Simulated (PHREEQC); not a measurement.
Consider water at 25 °C with 6.8 mmol/kgw LiOH and 0.078 mmol/kgw H4SiO4. Closed to the air; pH follows from the charge balance.

Computed with PHREEQC (ion-association model, phreeqc.dat).

**Question.** The ionic strength comes out as 0.00680 mol/kgw. What activity coefficients do H2SiO4-2, OH-, Li+, H3SiO4- get?

**Answer.** H2SiO4-2 0.71, OH- 0.92, Li+ 0.92, H3SiO4- 0.92.

This is a speciation only: nothing precipitates in the calculation. Species that the database lacks are ignored.
